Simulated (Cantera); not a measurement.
# Reactions in the system Al-H-I

Source: NASA polynomial tables (part measured, part estimated), evaluated in Cantera. Values are per mole of reaction as written; species without (g) are pure solids or liquids, kept so even where they would boil at 1 bar.

3 H2(g) + 2 AlI3(g) = 6 HI(g) + 2 Al

```
T (K)  ΔH° (kJ)  ΔS° (J/K)  ΔG° (kJ)  log10 K  condensed phases
-----  --------  ---------  --------  -------  ----------------
673       538.8      143.3     442.3   -34.33             Al(s)
723       538.4      142.8     435.2   -31.44             Al(s)
773       538.2      142.6     428.0   -28.92             Al(s)
823       538.2      142.5     420.9   -26.71             Al(s)
873       538.4      142.7     413.8   -24.76             Al(s)
923       538.7      143.1     406.6   -23.01             Al(s)
973       560.4      166.3     398.6   -21.40             Al(l)
1023      560.7      166.7     390.2   -19.92             Al(l)
1073      561.1      167.0     381.9   -18.59             Al(l)
1123      561.5      167.4     373.5   -17.37             Al(l)
```
